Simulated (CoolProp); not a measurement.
The fluid at 367.66 K and 0.153 MPa is compressed adiabatically to 0.77 MPa with isentropic efficiency 0.75. The same conditions are run with several fluids, on thermodynamics alone (safety and materials aside).

Values from CoolProp's reference Helmholtz-energy equation of state of each fluid (isohexane: Lemmon 2006; nitrogen: Span 2000; sulfur hexafluoride: Guder 2009; cyclopropane: Polt 1992). The equations of Platzer and Polt are older, rougher fits.

### Question
Rank isohexane, nitrogen, sulfur hexafluoride, cyclopropane by work (kJ/kg), highest first.

### Answer
nitrogen (299), cyclopropane (168), isohexane (70.4), sulfur hexafluoride (47.2)

```tsv
fluid	final temperature (K)	final phase	final density (kg/m³)
isohexane	414.8	two-phase, vapour fraction 0.973	24.7
nitrogen	649.3	gas	3.98
sulfur hexafluoride	429.1	gas	32.3
cyclopropane	459.6	gas	8.75
```
